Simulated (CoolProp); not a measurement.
A single-stage vapour-compression cycle with R114: evaporating at 291.15 K (dew point), condensing at 349.15 K (bubble point), superheat 2 K, subcooling 2 K, compressor efficiency 0.6, no pressure losses. Each further row changes one setting.

Values from CoolProp's reference Helmholtz-energy equation of state, Platzer 1990. This equation is an older, rougher fit; its heat capacities, sound speeds and derivatives of the liquid may be far off and weren't checked against measurements.

```tsv
case	cooling COP	pressure ratio	discharge temperature (K)	refrigerating effect (kJ/kg)	volumetric capacity (kJ/m³)
as stated	…	5.00	353.4	74.3	940
evaporating temperature 296.15 K	…	…	…	77.4	1150
condensing temperature 344.15 K	2.40	4.45	…	79.7	1010
subcooling 7 K	2.24	5.00	353.4	…	1010
superheat 12 K	2.16	5.00	364.2	81.4	…
compressor efficiency 0.5	…	5.00	361.8	74.3	940
```

### Question
Complete the blanks.

### Answer

- as stated, cooling COP: 2.09
- evaporating temperature 296.15 K, cooling COP: 2.41
- evaporating temperature 296.15 K, pressure ratio: 4.23
- evaporating temperature 296.15 K, discharge temperature (K): 352.8
- condensing temperature 344.15 K, discharge temperature (K): 348.7
- subcooling 7 K, refrigerating effect (kJ/kg): 79.8
- superheat 12 K, volumetric capacity (kJ/m³): 989
- compressor efficiency 0.5, cooling COP: 1.74
